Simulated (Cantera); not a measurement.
Charge: 1 mol KOH, 0.027 mol C, 0.041 mol CO2, equilibrated at 1950 K and 25.0 Pa.

Cantera equilibrium calculation (NASA polynomials, part measured and part estimated; ideal gas, pure solids and liquids). Candidate condensed phases: C, C6H6, C7H8, C8H18, H2O, K, KOH, KO2, K2CO3, K2O, K2O2; 116 gas species. The numbers say what is thermodynamically allowed, not how fast it happens.

Base state: K 0.528, H2O 0.244, O2 0.116, CO2 0.0328, KOH 0.0307, OH 0.0171, O 0.00974, H2 0.00884 (mole fractions); condensed: gas only.

Problem. What changes in the equilibrium state with this change: CO2 from 0.041 to 0.36 mol?

Solution. 
```tsv
species	before	after
K	0.528	0.444
H2O	0.244	0.204
CO2	0.0328	0.155
CO	0.00524	0.0257
KOH	0.0307	0.0232
OH	0.0171	0.0153
O2	0.116	0.108
KO	0.000458	0.000371
H2	0.00884	0.00768
H	0.00682	0.00635
O	0.00974	0.00939
```

Problem. What changes in the equilibrium state with this change: C from 0.027 to 0.067 mol?

Solution. 
```tsv
species	before	after
K	0.528	0.528
H2O	0.244	0.243
O2	0.116	0.0971
CO2	0.0328	0.0513
CO	0.00524	0.00896
KOH	0.0307	0.0293
OH	0.0171	0.0163
KO	0.000458	0.000418
O	0.00974	0.00890
H2	0.00884	0.00965
H	0.00682	0.00712
```
